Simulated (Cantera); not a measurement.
An adiabatic, constant-pressure homogeneous reactor starts with CH4 : O2 : N2 = 1 : 2.27 : 8.55 (molar parts), equivalence ratio 0.88, at 1250 K and 7.80 bar. Integrator tolerance rtol = 1e-08.

Computed with Cantera and GRI-Mech 3.0 (53 species, 325 reactions).

Task: What does this change do: N2 8.55 to 12 parts?

Result: 
| quantity | before | after |
|---|---|---|
| time of steepest temperature rise | 3.19 ms | 4.38 ms |
| temperature at 9.00 s | 2698 K | 2495 K |
| equilibrium temperature | 2698 K | 2495 K |
| x(CH4) at 9.00 s | <1e-12 (gas-phase equilibrium <1e-12) | <1e-12 (gas-phase equilibrium <1e-12) |
| x(O2) at 9.00 s | 0.0242 (gas-phase equilibrium 0.0242) | 0.0168 (gas-phase equilibrium 0.0168) |
| x(HCO) at 9.00 s | 1.89e-8 (gas-phase equilibrium 1.89e-8) | 2.62e-9 (gas-phase equilibrium 2.62e-9) |
| x(CH2) at 9.00 s | <1e-12 (gas-phase equilibrium <1e-12) | <1e-12 (gas-phase equilibrium <1e-12) |
| x(NO) at 9.00 s | 0.0102 (gas-phase equilibrium 0.0102) | 0.00643 (gas-phase equilibrium 0.00643) |
| x(CH2CO) at 9.00 s | <1e-12 (gas-phase equilibrium <1e-12) | <1e-12 (gas-phase equilibrium <1e-12) |
| x(O) at 9.00 s | 0.00200 (gas-phase equilibrium 0.00200) | 0.000660 (gas-phase equilibrium 0.000660) |
